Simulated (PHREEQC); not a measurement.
Solution (17 °C): 0.00705 mol HCl, 0.21 mol CuSO4 and 0.0004 mol MgCl2 per kg of water. Closed to the air; pH follows from the charge balance.

Model: ion-association model, phreeqc.dat, run in PHREEQC.

Precipitation was switched off in this run.

Q: Predict the pH, density, specific conductance.

A: pH 2.73; density 1.032 g/cm³; specific conductance 13000 µS/cm.

Q: In which forms is S present?

A: CuSO4 51 %, SO4-2 47 %, HSO4- 2.2 % of the S.
